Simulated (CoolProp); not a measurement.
A single-stage vapour-compression cycle with the fluid: evaporating at 286.15 K (dew point), condensing at 324.15 K (bubble point), superheat 5 K, subcooling 0 K, compressor efficiency 0.85, no pressure losses. The same conditions are run with several fluids, on thermodynamics alone (safety and materials aside).

Computed with CoolProp (reference Helmholtz-energy equation of state of each fluid (propylene: Lemmon 2013; CH2F2 (R32): Tillner-Roth 1997; propane: Lemmon 2009; cis-2-butene: Lemmon 2005; ammonia: Gao 2020; neopentane: Lemmon 2006)).

```
fluid         cooling COP  pressure ratio  discharge temperature (K)  refrigerating effect (kJ/kg)  volumetric capacity (kJ/m³)
------------  -----------  --------------  -------------------------  ----------------------------  ---------------------------
propylene            4.90            2.48                      340.2                           261                         4490
CH2F2 (R32)          4.77            2.66                      361.5                           224                         7140
propane              4.95            2.53                      335.7                           258                         3760
cis-2-butene         5.54            3.22                      336.4                           326                         1130
ammonia              5.38            3.06                      385.9                          1040                         5460
neopentane           5.26            3.18                      324.2                           232                          831
```

The compression ends wet for: neopentane.
